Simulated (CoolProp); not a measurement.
Vapour-liquid equilibrium of R125 (1) + n-butane (2) at 2.19 bar; x and y are mole fractions of (1).

The numbers come from the multi-fluid Helmholtz-energy mixture model, Lemmon 2005 and Bücker 2006; pair parameters Bell 2016 in CoolProp.

| x | bubble temperature, mixture model (K) | bubble temperature, Raoult's law (K) | y, mixture model | y, Raoult's law |
|---|---|---|---|---|
| 0.05 | 273.5 | 288.0 | 0.526 | 0.239 |
| 0.125 | 257.7 | 279.9 | 0.759 | 0.471 |
| 0.2 | 250.8 | 273.5 | 0.830 | 0.618 |
| 0.275 | 247.5 | 268.2 | 0.859 | 0.718 |
| 0.35 | 245.9 | 263.8 | 0.873 | 0.788 |
| 0.425 | 245.2 | 260.0 | 0.879 | 0.840 |
| 0.5 | 244.8 | 256.7 | 0.883 | 0.879 |
| 0.575 | 244.5 | 253.9 | 0.887 | 0.909 |
| 0.65 | 244.2 | 251.3 | 0.891 | 0.934 |
| 0.725 | 243.8 | 249.0 | 0.897 | 0.953 |
| 0.8 | 243.4 | 246.9 | 0.908 | 0.969 |
| 0.875 | 242.9 | 245.0 | 0.928 | 0.982 |
| 0.95 | 242.4 | 243.3 | 0.962 | 0.994 |

The largest gap from Raoult's law is -22.7 K in bubble temperature, at x = 0.2. No azeotrope shows between x = 0.05 and 0.95.

Pair parameters are fitted to limited data, so mixtures are less certain than the pure fluids. With so large a gap from Raoult's law the liquid may split in two, which this calculation doesn't test in full.
